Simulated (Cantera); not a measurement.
What does this Cantera script print?

```python
import numpy as np
import cantera as ct

gas_names = """
    C CO CO2 C2 C2O C3 C3O2 C4 C5 O O2 O3 Ta TaO TaO2
""".split()
cond_names = """
    C(gr) Ta(cr) Ta(L) TaC(s) TaC(L) Ta2O5(s) Ta2O5(L)
""".split()


# ... load() reads the species with a 1 bar reference pressure and builds the phases ...
atoms = {
    'Ta2O5': {'Ta': 2, 'O': 5},
    'C': {'C': 1},
    'CO': {'C': 1, 'O': 1},
}
top_T = {'C(gr)': 4500}  # K; cautious upper limits of use, not melting points


# ... equilibrate(T, P, feed) seeds the gas with the atoms and calls Mixture.equilibrate('TP', solver="vcs", rtol=1e-11, max_steps=5000) ...
results = []
feed = {'Ta2O5': 1, 'C': 7.1, 'CO': 0.12}  # mol
T = 2548  # K
P = 13332.2  # Pa
mix = equilibrate(T, P, feed)
results.append((T, P, feed, dict(zip(mix.species_names, mix.species_moles))))
print(gas.report(threshold=1e-06))
for i in range(1, mix.n_phases):
    print(f"{mix.phase(i).name:16s} {mix.phase_moles(i):12.5e} mol")
```

It prints:

```
       temperature   2548 K
          pressure   13332 Pa
           density   0.017627 kg/m^3
  mean mol. weight   28.01 kg/kmol
   phase of matter   gas

                          1 kg             1 kmol
                     ---------------   ---------------
          enthalpy       -1.2046e+06       -3.3741e+07  J
   internal energy        -1.961e+06       -5.4926e+07  J
           entropy             10150        2.8431e+05  J/K
    Gibbs function       -2.7067e+07       -7.5816e+08  J
 heat capacity c_p            1319.5             36959  J/K
 heat capacity c_v            1022.7             28645  J/K

                      mass frac. Y      mole frac. X     chem. pot. / RT
                     ---------------   ---------------   ---------------
                 C        1.0226e-06        2.3848e-06           -3.3073
                CO           0.99999           0.99999           -35.787
                C3        9.9755e-06        7.7544e-06            -9.922
     [  +12 minor]        1.9382e-06        1.5823e-06

C(gr)             9.98609e-02 mol
Ta(cr)            0.00000e+00 mol
TaC(s)            2.00000e+00 mol
Ta2O5(L)          0.00000e+00 mol
```

These are equilibrium values from Cantera (NASA tables, ideal gas, pure condensed phases), not measurements of a reactor. TaC: taken at fixed stoichiometry. Condensed phases not in the tables: Ta2C.
